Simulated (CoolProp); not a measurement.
A single-stage vapour-compression cycle with ammonia: evaporating at 235.15 K (dew point), condensing at 288.15 K (bubble point), superheat 5 K, subcooling 8 K, compressor efficiency 0.8, no pressure losses. Each further row changes one setting.

The numbers come from the reference Helmholtz-energy equation of state, Gao 2020 in CoolProp.

```csv
case,cooling COP,pressure ratio,discharge temperature (K),refrigerating effect (kJ/kg),volumetric capacity (kJ/m³)
as stated,___,9.14,433.5,1190,826
evaporating temperature 240.15 K,3.32,___,___,1200,1060
condensing temperature 283.15 K,3.23,7.72,___,1210,842
subcooling 13 K,2.93,9.14,433.5,1210,842
superheat 15 K,2.80,9.14,450.1,1210,805
compressor efficiency 0.7,2.51,9.14,457.9,1190,826
```

Q: Fill in the missing entries.

A: 
- as stated, cooling COP: 2.87
- evaporating temperature 240.15 K, pressure ratio: 7.07
- evaporating temperature 240.15 K, discharge temperature (K): 414.4
- condensing temperature 283.15 K, discharge temperature (K): 416.1
